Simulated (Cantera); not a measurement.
Input: 1 mol S, 0.015 mol SO2, 0.83 mol O2, held at 775 °C and 9000 Pa.

Cantera equilibrium calculation (NASA polynomials, part measured and part estimated; ideal gas, pure solids and liquids). Candidate condensed phases: S; 10 gas species. Gases not in the tables: S3 to S7. Kinetics and transport are ignored.

Base state: SO2 0.907, S2 0.0879, S2O 0.00480, SO 0.000122 (mole fractions); condensed: gas only.

Task: What changes in the equilibrium state with this change: temperature from 775 °C to 2400 °C?

Result: 
```
species    before     after
-------  --------  --------
SO2         0.907     0.662
SO       0.000122     0.277
S         2.25e-8    0.0271
S2         0.0879   0.00882
O2          <1e-9    0.0129
O           <1e-9    0.0122
SO3       7.23e-8   3.13e-5
S2O       0.00480  0.000546
```
